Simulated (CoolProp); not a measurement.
Vapour-liquid equilibrium of CH2F2 (R32) (1) + R134a (2) at -77.85 °C; x and y are mole fractions of (1).

Model: multi-fluid Helmholtz-energy mixture model, Tillner-Roth 1997 and Tillner-Roth 1994; pair parameters Lemmon 2004, in CoolProp.

```tsv
x	bubble pressure (bar)	y at the bubble point	dew pressure at overall composition x (bar)	liquid density (mol/L)
0.05	0.05335	?	0.04561	15.23
0.2	0.08106	0.565	0.05231	16.21
0.35	0.1074	0.730	0.06128	17.32
0.5	0.1329	0.829	0.07390	18.59
0.65	0.1579	0.897	0.09290	20.07
0.8	0.1828	0.948	0.1243	?
0.95	?	0.988	0.1838	23.87
```

Task: Complete the blanks.

Result: 
- 0.05, y at the bubble point: 0.220
- 0.8, liquid density (mol/L): 21.80
- 0.95, bubble pressure (bar): 0.2079

No azeotrope shows between x = 0.05 and 0.95.

The pair parameters rest on a limited set of measurements; away from them the model extrapolates.
